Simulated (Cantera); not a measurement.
A closed system holds: 1 mol PbO, 0.017 mol O2, 2.5 mol H2, held at 458 Torr.

Method: chemical equilibrium by Gibbs-energy minimisation in Cantera with the NASA 1993 tables (ideal gas, pure condensed phases). Candidate condensed phases: H2O, Pb, PbO, PbO2, Pb3O4; 12 gas species. Kinetics and transport are ignored. All values below are at 400 °C.

Base state: H2 0.586, H2O 0.414 (mole fractions); condensed: Pb(l).

Task: What changes in the equilibrium state with this change: O2 from 0.017 to 1.1 mol?

Result: 
```tsv
species	before	after
H2O	0.414	1.000
H2	0.586	3.07e-5
Pb(l), mol	1.00	0.300
PbO(red), mol	0	0.700
```
